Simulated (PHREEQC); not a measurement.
Solution (18 °C): 23 mmol/kgw H2S, 8.7 mmol/kgw NaCl and 26 mmol/kgw ZnCl2. It is in equilibrium with CO2 at log p = -1 (atm). Otherwise closed; pH follows from the charge balance.

All values are PHREEQC results (ion-association model, phreeqc.dat), not measurements.

```tsv
quantity	before	after
pH	1.84	1.82
Zn+2 (mol/kgw)	0.0166	0.105
Zn(HS)2 (mol/kgw)	0.00856	0.00983
H2S (mol/kgw)	0.00588	0.00335
ZnCl+ (mol/kgw)	0.000803	0.0128
SI of Sphalerite (ZnS)	+4.03	+4.33
SI of Halite (NaCl)	-5.05	-4.53
```

Task: Which change was made?
A. H2S from 0.023 to 0.0046 mol/kgw
B. temperature from 18 to 40 °C
C. diluted 2-fold with water
D. ZnCl2 from 0.026 to 0.13 mol/kgw

Result: D, ZnCl2 from 0.026 to 0.13 mol/kgw

Precipitation was switched off in this run. Some of these states are supersaturated (in Sphalerite (slow to form), for instance).
